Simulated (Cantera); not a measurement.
**Stirred combustor or abatement burner**

A perfectly stirred reactor is fed with CH4 : CO : O2 : N2 = 1 : 0.1 : 1.37 : 5.14 (molar parts), at 750 Torr; it is adiabatic with a 575 K inlet, and is followed from long to short residence time, starting on the burning branch (τ in s: 0.13, 0.065, 0.032, 0.016, 0.0078, 0.0039, 0.0019, 0.00094, 0.00046, 0.00023, 0.00011, 5.6e-05).

Cantera simulation using GRI-Mech 3.0 (53 species, 325 reactions); the numbers are that mechanism's predictions, not measurements.

```
τ (s)    T (K)     x CH4    x CO      x O2       x O    x CH2O    x C2H2      x NO
-------  -----  --------  ------  --------  --------  --------  --------  --------
0.13      2109   8.63e-5  0.0911   5.96e-5   6.75e-6   1.28e-6   4.08e-6  0.000176
0.065     2107  0.000128  0.0910  0.000102   8.93e-6   2.21e-6   9.28e-6  0.000200
0.032     2104  0.000188  0.0909  0.000177   1.22e-5   3.80e-6   2.04e-5  0.000217
0.016     2101  0.000271  0.0907  0.000303   1.68e-5   6.40e-6   4.22e-5  0.000227
0.0078    2096  0.000398  0.0905  0.000534   2.36e-5   1.09e-5   8.68e-5  0.000227
0.0039    2089  0.000586  0.0902  0.000931   3.31e-5   1.83e-5  0.000168  0.000216
0.0019    2079  0.000896  0.0899   0.00168   4.77e-5   3.13e-5  0.000318  0.000188
0.00094   2061   0.00141  0.0898   0.00307   6.92e-5   5.34e-5  0.000555  0.000144
0.00046   2028   0.00241  0.0899   0.00600  0.000101   9.55e-5  0.000915   8.89e-5
0.00023   1927   0.00625  0.0900    0.0162  0.000126  0.000220   0.00167   2.30e-5
0.00011    575     0.131  0.0131     0.180    <1e-12    <1e-12    <1e-12    <1e-12
5.6e-5     575     0.131  0.0131     0.180    <1e-12    <1e-12    <1e-12    <1e-12
```
x: mole fraction; the columns are a selection and need not sum to one.
